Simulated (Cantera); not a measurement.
A closed system holds: 1 mol CuO, 200 mol H2, held at 1 atm.

Equilibrium computed with Cantera from the NASA thermochemical tables; the gas is ideal and each condensed phase is pure. Candidate condensed phases: Cu, CuO, Cu(OH)2, Cu2O, H2O; 12 gas species. The numbers say what is thermodynamically allowed, not how fast it happens.

Question: Which condensed phases are stable at each of these points (T (K)): 773, 848, 923, 998, 1073, 1148, 1223, 1298, 1373, 1448, 1523, 1598, 1673?

Answer: 
| T (K) | condensed phases | Cu condensed (%) |
|---|---|---|
| 773 | Cu(s) | 100.0 |
| 848 | Cu(s) | 100.0 |
| 923 | Cu(s) | 100.0 |
| 998 | Cu(s) | 100.0 |
| 1073 | Cu(s) | 100.0 |
| 1148 | Cu(s) | 100.0 |
| 1223 | Cu(s) | 100.0 |
| 1298 | Cu(s) | 100.0 |
| 1373 | Cu(l) | 100.0 |
| 1448 | Cu(l) | 99.9 |
| 1523 | Cu(l) | 99.8 |
| 1598 | Cu(l) | 99.2 |
| 1673 | Cu(l) | 97.8 |

From 773 K to 1298 K the condensed part is Cu(s). From 1373 K to 1673 K the condensed part is Cu(l).
